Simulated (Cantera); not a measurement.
What does this Cantera script print?

```python
import numpy as np
import cantera as ct

gas_names = """
    H HO2 H2 H2O H2O2 H2S H2SO4 Mg MgH MgO MgOH MgO2H2 MgS Mg2 O OH O2 O3 S SH SO SO2 SO3 S2 S2O S8
""".split()
cond_names = """
    H2O(s) H2O(L) H2SO4(L) Mg(cr) Mg(L) MgO(s) MgO(L) MgO2H2(s) MgS(s) MgSO4(s) MgSO4(L) S(cr1) S(cr2)
    S(L)
""".split()


# ... load() reads the species with a 1 bar reference pressure and builds the phases ...
atoms = {
    'MgSO4': {'Mg': 1, 'S': 1, 'O': 4},
    'H2': {'H': 2},
    'H2O': {'H': 2, 'O': 1},
}
top_T = {'MgS(s)': 2250}  # K; cautious upper limits of use, not melting points


# ... equilibrate(T, P, feed) seeds the gas with the atoms and calls Mixture.equilibrate('TP', solver="vcs", rtol=1e-11, max_steps=5000) ...
results = []
feed = {'MgSO4': 1, 'H2': 0.053, 'H2O': 0.015}  # mol
T = 623.15  # K
P = 101325  # Pa
mix = equilibrate(T, P, feed)
results.append((T, P, feed, dict(zip(mix.species_names, mix.species_moles))))
x = sorted(zip(gas.X, gas.species_names), reverse=True)
print(f"T = {T:g} K  P = {P:g} Pa  gas = {mix.phase_moles(0):.4g} mol")
print("   x: " + "  ".join(f"{s} {v:.3e}" for v, s in x if v > 0.0001))
print("   condensed (mol): " + ("  ".join(f"{mix.phase(i).name} {mix.phase_moles(i):.4g}"
      for i in range(1, mix.n_phases) if mix.phase_moles(i) > 1e-12) or "none"))
```

Result:

```
T = 623.15 K  P = 101325 Pa  gas = 0.06804 mol
   x: H2O 8.051e-01  H2S 1.941e-01  SO2 3.291e-04  S2 2.389e-04  H2 1.430e-04
   condensed (mol): MgO(s) 0.01328  MgSO4(s) 0.9867
```

Method: chemical equilibrium by Gibbs-energy minimisation in Cantera with the NASA 1993 tables (ideal gas, pure condensed phases). Gases not in the tables: S3 to S7.
